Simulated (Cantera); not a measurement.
A closed system holds: 1 mol Fe2O3, 0.28 mol HCl, held at 427 °C.

Cantera equilibrium calculation (NASA polynomials, part measured and part estimated; ideal gas, pure solids and liquids). Candidate condensed phases: Fe, FeCl2, FeCl3, FeO, Fe(OH)2, Fe(OH)3, Fe2O3, Fe3O4, H2O; 22 gas species. Condensed phases not in the tables: FeOCl. Equilibrium is a limit: real reactors are often held back by kinetics, nucleation or transport.

log p: log10 of the partial pressure in bar; n: condensed amount in mol.

```
P (Pa)   log p HCl  log p H2O  log p Fe2Cl6  log p FeCl3  log p Cl2  n Fe2O3(s)  n FeCl2(s)
-------  ---------  ---------  ------------  -----------  ---------  ----------  ----------
1000         -2.01      -4.12         -5.36            …      -6.40       0.999           0
4000         -1.41      -3.32         -4.14            …      -5.78       0.999           0
16000        -0.81      -2.48         -3.09            …      -4.73       0.998     6.15e-5
63000        -0.22      -1.62         -2.16            …      -3.79       0.997    0.000139
250000        0.36      -0.76         -1.26            …      -2.90       0.994    0.000269
1000000       0.92       0.09         -0.41            …      -2.04       0.989    0.000469
```

**Question.** What belongs in the gaps?

**Answer.** 
- 1000, log p FeCl3: -4.38
- 4000, log p FeCl3: -3.77
- 16000, log p FeCl3: -3.25
- 63000, log p FeCl3: -2.78
- 250000, log p FeCl3: -2.33
- 1000000, log p FeCl3: -1.90
